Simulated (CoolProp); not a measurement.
Vapour-liquid equilibrium of carbonyl sulfide (1) + propane (2) at 262.2 K; x and y are mole fractions of (1).

The numbers come from the multi-fluid Helmholtz-energy mixture model, Lemmon 2006 and Lemmon 2009; pair parameters Bell 2016 in CoolProp.

| x | bubble pressure, mixture model (MPa) | bubble pressure, Raoult's law (MPa) | y, mixture model | y, Raoult's law |
|---|---|---|---|---|
| 0.05 | 0.3436 | 0.3410 | 0.072 | 0.068 |
| 0.125 | 0.3559 | 0.3506 | 0.170 | 0.165 |
| 0.2 | 0.3669 | 0.3602 | 0.258 | 0.257 |
| 0.275 | 0.3769 | 0.3698 | 0.340 | 0.344 |
| 0.35 | 0.3863 | 0.3795 | 0.418 | 0.427 |
| 0.425 | 0.3951 | 0.3891 | 0.493 | 0.506 |
| 0.5 | 0.4037 | 0.3987 | 0.565 | 0.580 |
| 0.575 | 0.4122 | 0.4083 | 0.636 | 0.652 |
| 0.65 | 0.4206 | 0.4180 | 0.705 | 0.720 |
| 0.725 | 0.4291 | 0.4276 | 0.773 | 0.785 |
| 0.8 | 0.4379 | 0.4372 | 0.839 | 0.847 |
| 0.875 | 0.4470 | 0.4468 | 0.902 | 0.906 |
| 0.95 | 0.4564 | 0.4564 | 0.962 | 0.963 |

The largest gap from Raoult's law is +1.9 % in bubble pressure, at x = 0.275. No azeotrope shows between x = 0.05 and 0.95.

The pair parameters rest on a limited set of measurements; away from them the model extrapolates.
